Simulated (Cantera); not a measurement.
Charge: 1 mol V2O3, 15 mol H2, equilibrated at 0.0330 bar.

Cantera equilibrium calculation (NASA polynomials, part measured and part estimated; ideal gas, pure solids and liquids). Candidate condensed phases: H2O, V, VO, V2O3, V2O4, V2O5; 12 gas species. Mutual solubility and eutectic melting of coexisting phases are not modelled. VO: taken at fixed stoichiometry. Condensed phases not in the tables: the oxides between V2O3 and V2O5 other than VO2. Kinetics and transport are ignored.

At 2048 K, list the 6 most abundant gas species with their mole fractions, and the condensed phases.

H2 0.955, H2O 0.0323, H 0.0120, VO2 0.000820, VO 0.000121, OH 4.44e-5. Condensed: VO(s) + V2O3(s).
